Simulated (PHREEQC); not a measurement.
NaOH is added in steps, without added water, to 1 kg of water holding 2.5 mol K2CO3, 2.9 mol CaCl2 and 0.14 mol NaCl, at 20 °C. No CO2 enters from the air. Only these solids could form: Aragonite, Gaylussite, Halite, Kalicinite, Nahcolite, Natron, Pirssonite, Portlandite, Sylvite, Trona.

Base run: PHREEQC, Pitzer model, pitzer.dat. Each further column changes one thing. The table gives pH.

```tsv
NaOH added (mol)	base	temperature from 20 to 60 °C	K2CO3 from 2.5 to 2.75 mol/kgw
0	8.53	7.70	8.91
0.0001275	9.99	8.85	10.16
0.0002975	10.35	9.22	10.53
0.000425	10.51	9.38	10.68
0.0005525	10.62	9.49	10.79
0.0007225	10.74	9.61	10.91
0.00085	10.81	9.68	10.98
0.0009775	10.87	9.74	11.04
0.001148	10.94	9.81	11.11
0.001275	10.99	9.85	11.16
0.001403	11.03	9.89	11.20
0.001572	11.08	9.94	11.25
0.0017	11.11	9.98	11.28
```

In brines, pH and single-ion activities rest on the MacInnes convention. At this temperature some constants are extrapolated from 25 °C, and those without enthalpy data are left unchanged.
